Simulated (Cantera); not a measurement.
A freely propagating, adiabatic, planar premixed flame of CH4 : H2 : O2 : N2 = 1 : 0.045 : 1.84 : 6.91 (molar parts), equivalence ratio 1.1, unburnt at 400 K and 13300 Pa; mixture-averaged transport, grid criteria slope 0.08 and curve 0.16, no radiation.

Computed with Cantera and GRI-Mech 3.0 (53 species, 325 reactions). Burning velocities carry a grid error of a few per cent, more on coarse grids.

x: mole fraction of selected species; z is measured from the peak of heat release.

| z (mm) | T (K) | u (m/s) | x CH4 | x H2 | x O2 | x CH2O | x CH2 | x HCN |
|---|---|---|---|---|---|---|---|---|
| -6.49 | 400 | 0.967 | 0.102 | 0.00508 | 0.188 | <1e-8 | <1e-8 | <1e-8 |
| -4.32 | 400 | 0.969 | 0.102 | 0.00656 | 0.187 | 1.92e-7 | <1e-8 | <1e-8 |
| -3.24 | 403 | 0.977 | 0.101 | 0.00900 | 0.187 | 1.93e-6 | <1e-8 | <1e-8 |
| -2.16 | 444 | 1.08 | 0.0986 | 0.0153 | 0.184 | 3.08e-5 | <1e-8 | 1.96e-8 |
| -1.08 | 843 | 2.10 | 0.0736 | 0.0279 | 0.155 | 0.000352 | (withheld) | 6.15e-7 |
| -0.541 | 1272 | 3.21 | 0.0415 | 0.0342 | 0.113 | 0.000887 | (withheld) | 1.92e-6 |
| 0 | 1666 | 4.25 | 0.0112 | 0.0353 | 0.0635 | 0.000753 | (withheld) | 4.21e-6 |
| 0.541 | 1835 | 4.70 | 0.00116 | 0.0293 | 0.0329 | 0.000170 | (withheld) | 4.40e-6 |
| 1.08 | 1871 | 4.78 | 6.37e-5 | 0.0249 | 0.0210 | 1.22e-5 | (withheld) | 2.36e-6 |
| 2.16 | 1891 | 4.81 | 1.72e-7 | 0.0238 | 0.0153 | 3.50e-8 | <1e-8 | 4.64e-7 |
| 4.32 | 1912 | 4.84 | <1e-8 | 0.0244 | 0.0135 | <1e-8 | <1e-8 | 2.60e-8 |
| 8.65 | 1939 | 4.90 | <1e-8 | 0.0240 | 0.0126 | <1e-8 | <1e-8 | <1e-8 |
| 17.3 | 1979 | 4.99 | <1e-8 | 0.0230 | 0.0114 | <1e-8 | <1e-8 | <1e-8 |

### Question
What belongs in the gaps?

### Answer

- -1.08, x CH2: 4.95e-7
- -0.541, x CH2: 1.44e-5
- 0, x CH2: 6.48e-5
- 0.541, x CH2: 2.51e-5
- 1.08, x CH2: 1.90e-6
